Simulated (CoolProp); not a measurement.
Saturation properties of tetrahydrofuran (Tc = 540.2 K, pc = 53.04 bar, ω = 0.234).

Computed with CoolProp (reference Helmholtz-energy equation of state, Fiedler 2023).

| T (K) | p (bar) | liquid density (kg/m³) | vapour density (kg/m³) | liquid cp (kJ/(kg K)) |
|---|---|---|---|---|
| 423.2 | 8.440 | 728.5 | 19.95 | 2.283 |
| 430.5 | … | 717.8 | 22.96 | 2.326 |
| 437.7 | 11.12 | … | 26.30 | 2.369 |
| 444.9 | 12.66 | 695.8 | 30.05 | 2.416 |
| 452.2 | … | 684.1 | 34.33 | 2.468 |
| 459.4 | 16.24 | 672.0 | 39.08 | 2.523 |
| 466.7 | 18.31 | 659.2 | 44.52 | 2.585 |
| 473.9 | 20.53 | 645.8 | 50.62 | … |
| 481.1 | 22.96 | 631.7 | 57.58 | 2.736 |
| 488.4 | 25.63 | 616.3 | 65.71 | 2.835 |
| 495.6 | 28.50 | 599.9 | 75.08 | 2.958 |
| 502.9 | 31.66 | 581.5 | 86.35 | 3.124 |
| 510.1 | 35.05 | … | 99.87 | 3.357 |

Question: What belongs in the gaps?

Answer: 
- 430.5, p (bar): 9.720
- 437.7, liquid density (kg/m³): 707.0
- 452.2, p (bar): 14.38
- 473.9, liquid cp (kJ/(kg K)): 2.655
- 510.1, liquid density (kg/m³): 561.1

It boils at 339.1 K under 1 atm.
